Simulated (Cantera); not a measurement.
Feed: 1 mol SiCl4, 0.62 mol N2O, 2.1 mol H2, at 0.380 bar.

Points: T (K) = 825, 925, 1025, 1125, 1225, 1325, 1425, 1525.

Cantera's Mixture.equilibrate('TP', solver="vcs", rtol=1e-11, max_steps=5000) on the NASA tables stopped like this:

```
ERROR: FAILURE its = 5001!

*******************************************************************************
CanteraError thrown by MultiPhase::equilibrate:
VCS solver failed. Return code: -1
*******************************************************************************
```

Problem. What got this run through?

Solution. One answer among several that fit: The failure is numerical, not chemical. The same input converged with solver="gibbs", rtol=1e-10, max_steps=50000, and the result passed a check of the equilibrium conditions:
```
T = 825 K  P = 38000 Pa  gas = 4.222 mol
   x: HCL 8.394e-01  H2 7.768e-02  N2 5.590e-02  SiCL4 2.700e-02
   condensed (mol): SiO2(Lqz) 0.118  Si2N2O(s) 0.384
T = 925 K  P = 38000 Pa  gas = 4.213 mol
   x: HCL 8.162e-01  H2 9.031e-02  N2 6.017e-02  SiCL4 3.328e-02
   condensed (mol): SiO2(hqz) 0.1268  Si2N2O(s) 0.3665
T = 1025 K  P = 38000 Pa  gas = 4.205 mol
   x: HCL 7.948e-01  H2 1.019e-01  N2 6.412e-02  SiCL4 3.906e-02
   condensed (mol): SiO2(hqz) 0.1348  Si2N2O(s) 0.3504
T = 1125 K  P = 38000 Pa  gas = 4.198 mol
   x: HCL 7.753e-01  H2 1.125e-01  N2 6.772e-02  SiCL4 4.427e-02  SiHCL3 1.116e-04
   condensed (mol): SiO2(hqz) 0.1421  Si2N2O(s) 0.3357
T = 1225 K  P = 38000 Pa  gas = 4.192 mol
   x: HCL 7.575e-01  H2 1.221e-01  N2 7.104e-02  SiCL4 4.884e-02  SiHCL3 2.456e-04  SiCL3 2.087e-04
   condensed (mol): SiO2(hqz) 0.1488  Si2N2O(s) 0.3222
T = 1325 K  P = 38000 Pa  gas = 4.187 mol
   x: HCL 7.410e-01  H2 1.308e-01  N2 7.420e-02  SiCL4 5.257e-02  SiCL3 8.543e-04  SiHCL3 4.753e-04
   condensed (mol): SiO2(hqz) 0.1553  Si2N2O(s) 0.3094
T = 1425 K  P = 38000 Pa  gas = 4.186 mol
   x: HCL 7.243e-01  H2 1.391e-01  N2 7.755e-02  SiCL4 5.480e-02  SiCL3 2.808e-03  SiHCL3 8.234e-04  SiCL2 5.660e-04
   condensed (mol): SiO2(hqz) 0.1622  Si2N2O(s) 0.2954
T = 1525 K  P = 38000 Pa  gas = 4.197 mol
   x: HCL 7.046e-01  H2 1.473e-01  N2 8.202e-02  SiCL4 5.390e-02  SiCL3 7.540e-03  SiCL2 3.133e-03  SiHCL3 1.274e-03
   condensed (mol): SiO2(hqz) 0.172  Si2N2O(s) 0.2757
```

The gas is ideal and each condensed phase is pure. Mutual solubility and eutectic melting of coexisting phases are not modelled. The tables' values for SiCl3 are old estimates; treat these amounts as uncertain. The tables hold silica as quartz up to 1696 K and as liquid above; real silica turns to tridymite and cristobalite and melts near 1996 K.
